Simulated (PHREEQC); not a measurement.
A made-up water analysis in mmol/kgw, 60 °C, pH 3.32, pe 10.9:

| constituent | mmol/kgw |
|---|---|
| Na | 7.42 |
| K | 0.0249 |
| Ca | 4.95 |
| Mg | 1.78 |
| Cl | 6 |
| S(6) | 8.23 |
| Pb | 0.181 |
| Si | 0.0817 |
| Br | 0.02 |
| Mn(2) | 0.269 |

Cl is adjusted to close the charge balance.
Valence states are taken as typed.

Model: ion-association model, phreeqc.dat, run in PHREEQC.

Each row changes one thing in this solution. This is a speciation only: nothing precipitates in the calculation.

```json
[
 {"case": "as made", "ionic strength (mol/kgw)": "0.0283", "CaSO4 (mol/kgw)": "0.00123", "Mg+2 (mol/kgw)": "0.000994", "MgSO4 (mol/kgw)": "0.000786", "HSO4- (mol/kgw)": "0.000371", "Mn+2 (mol/kgw)": "0.000179", "SI of Quartz (SiO2)": "-0.57", "SI of Gypsum (CaSO4:2H2O)": "-0.60"},
 {"case": "temperature from 60 to 20 °C at the same typed pH", "ionic strength (mol/kgw)": "0.0303", "CaSO4 (mol/kgw)": "?", "Mg+2 (mol/kgw)": "?", "MgSO4 (mol/kgw)": "?", "HSO4- (mol/kgw)": "?", "Mn+2 (mol/kgw)": "?", "SI of Quartz (SiO2)": "-0.03", "SI of Gypsum (CaSO4:2H2O)": "-0.59"},
 {"case": "Si from 0.0817 to 0.245 mmol/kgw", "ionic strength (mol/kgw)": "0.0283", "CaSO4 (mol/kgw)": "0.00123", "Mg+2 (mol/kgw)": "0.000994", "MgSO4 (mol/kgw)": "0.000786", "HSO4- (mol/kgw)": "0.000371", "Mn+2 (mol/kgw)": "0.000179", "SI of Quartz (SiO2)": "-0.09", "SI of Gypsum (CaSO4:2H2O)": "-0.60"}
]
```

Question: Some entries are withheld; supply them.

Answer: 
- temperature from 60 to 20 °C at the same typed pH, CaSO4 (mol/kgw): 0.00114
- temperature from 60 to 20 °C at the same typed pH, Mg+2 (mol/kgw): 0.00130
- temperature from 60 to 20 °C at the same typed pH, MgSO4 (mol/kgw): 0.000478
- temperature from 60 to 20 °C at the same typed pH, HSO4- (mol/kgw): 0.000161
- temperature from 60 to 20 °C at the same typed pH, Mn+2 (mol/kgw): 0.000207

Species that the database lacks are ignored. Some of these states are supersaturated (in Anglesite, for instance). Away from 25 °C the constants follow the database's enthalpies or fits; those with neither stay at their 25 °C values.
